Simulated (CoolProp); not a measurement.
Computed with CoolProp (reference Helmholtz-energy equation of state, Schmidt 1985). Above 300 K oxygen's equation is extrapolated.

**Question.** For oxygen, give the phase and the expansivity (1/kK), conductivity (mW/(m K)), Prandtl number, fugacity coefficient at -155.35 °C and 11.3 MPa.

**Answer.** 
- -155.35 °C and 11.3 MPa: liquid; expansivity 5.08, conductivity 122, Prandtl number 1.68, fugacity coefficient 0.0967

Viscosity comes from a separate model (Lemmon 2004). Thermal conductivity comes from a separate model (Lemmon 2004).
